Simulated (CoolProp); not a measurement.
A single-stage vapour-compression cycle with R13: evaporating at 193.15 K (dew point), condensing at 231.15 K (bubble point), superheat 8 K, subcooling 5 K, compressor efficiency 0.75, no pressure losses. Each further row changes one setting.

Model: reference Helmholtz-energy equation of state, Platzer 1990, in CoolProp. This equation is an older, rougher fit; its heat capacities, sound speeds and derivatives of the liquid may be far off and weren't checked against measurements.

| case | cooling COP | pressure ratio | discharge temperature (K) | refrigerating effect (kJ/kg) | volumetric capacity (kJ/m³) |
|---|---|---|---|---|---|
| as stated | 3.26 | 5.15 | 273.7 | 122 | 867 |
| evaporating temperature 198.15 K | 3.94 | 3.99 | 267.8 | 124 | 1120 |
| condensing temperature 226.15 K | 3.85 | 4.29 | 265.3 | 127 | 901 |
| subcooling 10 K | 3.39 | 5.15 | 273.7 | 127 | 901 |
| superheat 18 K | 3.23 | 5.15 | 284.9 | 128 | 857 |
| compressor efficiency 0.65 | 2.83 | 5.15 | 282.4 | 122 | 867 |
